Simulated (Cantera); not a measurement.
Input: 1 mol CaCO3, 0.022 mol C, 1.5 mol O2, held at 527 °C and 0.0980 bar.

Cantera equilibrium calculation (NASA polynomials, part measured and part estimated; ideal gas, pure solids and liquids). Candidate condensed phases: C, Ca, CaCO3, CaO; 15 gas species. Equilibrium is a limit: real reactors are often held back by kinetics, nucleation or transport.

Base state: O2 0.985, CO2 0.0147 (mole fractions); condensed: CaCO3(calcite).

What changes in the equilibrium state with this change: temperature from 527 °C to 1677 °C?


```csv
species,before,after
O2,0.985,0.591
CO2,0.0147,0.407
CO,<1e-9,0.00146
O,<1e-9,0.00111
"CaCO3(calcite), mol",1.00,0
"CaO(s), mol",0,1.00
```

What changes in the equilibrium state with this change: C from 0.022 to 0.039 mol?


```csv
species,before,after
O2,0.985,0.974
CO2,0.0147,0.0260
"CaCO3(calcite), mol",1.00,1.00
```

What changes in the equilibrium state with this change: C from 0.022 to 1.7 mol?


```
species              before  after
-------------------  ------  -----
CO2                  0.0147  0.765
CO                    <1e-9  0.235
O2                    0.985  <1e-9
CaCO3(calcite), mol    1.00   1.00
```
